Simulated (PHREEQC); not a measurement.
Consider water at 25 °C with 0.017 mol HF and 0.14 mol CsF per kg of water. Closed to the air; pH follows from the charge balance.

Computed with PHREEQC (ion-association model, wateq4f.dat).

Each row changes one thing in this solution. Precipitation was switched off in this run.

| case | pH | ionic strength (mol/kgw) | F- (mol/kgw) | HF (mol/kgw) | HF2- (mol/kgw) |
|---|---|---|---|---|---|
| as made | 4.13 | 0.140 | 0.134 | 0.0106 | 0.00566 |
| HF left out | 8.12 | 0.140 | 0.140 | 1.14e-6 | 6.32e-7 |
| CsF from 0.14 to 0.7 mol/kgw | 5.11 | 0.700 | 0.687 | 0.00412 | 0.0128 |
| CsF replaced by NaHF2 at the same molality | 3.12 | 0.137 | 0.102 | 0.0840 | 0.0341 |
| temperature from 25 to 35 °C | 4.21 | 0.140 | 0.134 | 0.0105 | 0.00598 |
| CsF from 0.14 to 0.028 mol/kgw | 3.38 | 0.0285 | 0.0270 | 0.0140 | 0.00146 |
| HF from 0.017 to 0.0034 mol/kgw | 4.83 | 0.140 | 0.139 | 0.00216 | 0.00119 |
| 0.0017 mol/kgw LiNO3 added | 4.13 | 0.142 | 0.134 | 0.0106 | 0.00567 |

Species that the database lacks are ignored.
